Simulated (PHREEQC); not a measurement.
Dissolve 0.13 mol/kgw NiSO4 at 25 °C. Closed to the air; pH follows from the charge balance.

All values are PHREEQC results (ion-association model, wateq4f.dat), not measurements.

```tsv
quantity	before	after
pH	6.00	5.97
SO4-2 (mol/kgw)	0.0666	0.0926
HSO4- (mol/kgw)	2.40e-6	3.26e-6
```

**Question.** Name the change that produced these shifts.
A) NiSO4 replaced by K2SO4 at the same molality
B) NiSO4 replaced by Al2(SO4)3 at the same molality
C) diluted 100-fold with water
D) NiSO4 from 0.13 to 0.195 mol/kgw

**Answer.** D, NiSO4 from 0.13 to 0.195 mol/kgw

No solid was allowed to form.
